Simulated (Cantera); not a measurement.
Feed: 1 mol SiO₂, 0.13 mol C, 3.7 mol N₂, held at 1623 K and 17000 Pa.

Cantera equilibrium calculation (NASA polynomials, part measured and part estimated; ideal gas, pure solids and liquids). Candidate condensed phases: C, Si, SiC, SiO₂, Si₂N₂O, Si₃N₄; 34 gas species. Mutual solubility and eutectic melting of coexisting phases are not modelled. The tables hold silica as quartz up to 1696 K and as liquid above; real silica turns to tridymite and cristobalite and melts near 1996 K. Equilibrium is a limit: real reactors are often held back by kinetics, nucleation or transport.

Base state: N₂ 0.965, CO 0.0343, SiO 0.000500 (mole fractions); condensed: SiO₂(β-quartz) + Si₂N₂O(s).

### Question
What changes in the equilibrium state with this change: 1.6 mol H₂O added?

### Answer
```
species                before    after
-------------------  --------  -------
N₂                      0.965    0.681
H₂O                         0    0.255
H₂                          0   0.0400
CO₂                   5.93e-6   0.0161
CO                     0.0343  0.00785
SiO                  0.000500  4.21e-8
H                           0  3.35e-5
SiO₂(β-quartz), mol     0.913     1.00
Si₂N₂O(s), mol         0.0427        0
```
Gases not in the tables: Si(OH)₄. Further candidate phases: C₆H₆, C₇H₈, C₈H₁₈, H₂O.
